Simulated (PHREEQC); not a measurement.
## Silver or lead bath

Consider water at 20 °C with 0.0027 mol/kgw AgF, 0.23 mol/kgw NaCl and 0.0015 mol/kgw Cu(NO3)2. Closed to the air; pH follows from the charge balance.

All values are PHREEQC results (ion-association model, wateq4f.dat), not measurements.

Each row changes one thing in this solution. No solid was allowed to form.

```tsv
case	pH	SI of Halite (NaCl)
as made	5.60	-3.15
temperature from 20 to 80 °C	___	___
AgF left out	5.43	-3.13
NaCl from 0.23 to 0.253 mol/kgw	5.60	-3.07
Cu(NO3)2 left out	7.28	-3.15
AgF from 0.0027 to 0.00054 mol/kgw	5.48	-3.14
diluted 2-fold with water	5.65	-3.69
AgF replaced by NaBF4 at the same molality	2.99	-3.13
diluted 10-fold with water	5.80	___
```

Task: Complete the blanks.

Result: 
- temperature from 20 to 80 °C, pH: 5.35
- temperature from 20 to 80 °C, SI of Halite (NaCl): -3.30
- diluted 10-fold with water, SI of Halite (NaCl): -4.98

Some of these states are supersaturated (in Cerargyrite, Atacamite, for instance). Away from 25 °C the constants follow the database's enthalpies or fits; those with neither stay at their 25 °C values.
